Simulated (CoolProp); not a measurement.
The fluid at 458.82 K and 2.18 MPa is throttled through a valve to 1.26 MPa with no heat exchange. The same conditions are run with several fluids, on thermodynamics alone (safety and materials aside).

Model: reference Helmholtz-energy equation of state of each fluid (dimethyl carbonate: Zhou 2011; o-xylene: Zhou 2012; toluene: Lemmon 2006; dodecamethylpentasiloxane (MD3M): Thol 2019; n-hexane: Thol 2019), in CoolProp.

| fluid | temperature change (K) | final phase | final density (kg/m³) |
|---|---|---|---|
| dimethyl carbonate | -0.0 | liquid | 822 |
| o-xylene | +0.2 | liquid | 729 |
| toluene | +0.1 | liquid | 697 |
| dodecamethylpentasiloxane (MD3M) | +0.2 | liquid | 712 |
| n-hexane | -7.6 | two-phase, vapour fraction 0.103 | 225 |
